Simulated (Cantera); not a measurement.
Input (Python, Cantera) and output of one run.

```python
import numpy as np
import cantera as ct

gas_names = """
    SO2 O2 O3 S2
""".split()
cond_names = """
    S(cr1) S(cr2) S(L)
""".split()


# ... load() reads the species with a 1 bar reference pressure and builds the phases ...
species = {s.name: s for s in load("nasa_gas.yaml", gas_names) + load("nasa_condensed.yaml", cond_names)}
# Each term lists the table entries of one substance; the one whose range holds T is used.
reactions = {
    'SO2(g) = O2(g) + S':
        [(-1, ['SO2']), (1, ['O2']), (1, ['S(cr1)', 'S(cr2)', 'S(L)'])],
    '4 O3(g) + 3 S2(g) = 6 SO2(g)':
        [(-4, ['O3']), (-3, ['S2']), (6, ['SO2'])],
}


def pick(names, T):
    return next(species[n] for n in names if species[n].thermo.min_temp <= T <= species[n].thermo.max_temp)


results = []
for label, terms in reactions.items():
    print(label)
    print("     T/K   dH/kJ  dS/(J/K)   dG/kJ   log10 K")
    for T in [500, 525, 550, 575, 600, 625, 650, 675, 700, 725]:
        used = [(nu, pick(names, T)) for nu, names in terms]
        dH = sum(nu * s.thermo.h(T) for nu, s in used) / 1e6
        dS = sum(nu * s.thermo.s(T) for nu, s in used) / 1e3
        dG = dH - T * dS / 1e3
        logK = -dG * 1e6 / (ct.gas_constant * T * np.log(10))
        results.append((label, T, dH, dS, dG, logK, [s.name for _, s in used]))
        print(f"{T:8g} {dH:8.1f} {dS:8.1f} {dG:8.1f} {logK:8.2f}")
```

It prints:

```
SO2(g) = O2(g) + S
     T/K   dH/kJ  dS/(J/K)   dG/kJ   log10 K
     500    302.7      3.8    300.8   -31.43
     525    303.3      5.0    300.7   -29.92
     550    303.9      6.1    300.6   -28.55
     575    304.5      7.0    300.4   -27.29
     600    305.0      7.9    300.3   -26.14
     625    305.4      8.6    300.0   -25.08
     650    305.8      9.2    299.8   -24.09
     675    306.2      9.7    299.6   -23.18
     700    306.5     10.2    299.3   -22.34
     725    306.8     10.7    299.1   -21.55
4 O3(g) + 3 S2(g) = 6 SO2(g)
     T/K   dH/kJ  dS/(J/K)   dG/kJ   log10 K
     500  -2736.6   -160.0  -2656.6   277.53
     525  -2737.0   -160.7  -2652.6   263.92
     550  -2737.4   -161.5  -2648.6   251.54
     575  -2737.8   -162.1  -2644.5   240.23
     600  -2738.1   -162.8  -2640.5   229.87
     625  -2738.5   -163.3  -2636.4   220.33
     650  -2738.8   -163.9  -2632.3   211.53
     675  -2739.2   -164.4  -2628.2   203.38
     700  -2739.5   -164.8  -2624.1   195.81
     725  -2739.8   -165.3  -2620.0   188.76
```

Cantera with NASA thermochemical tables; ideal gases at 1 bar, condensed phases pure. Condensed species are held in their standard states even where they would react or evaporate.
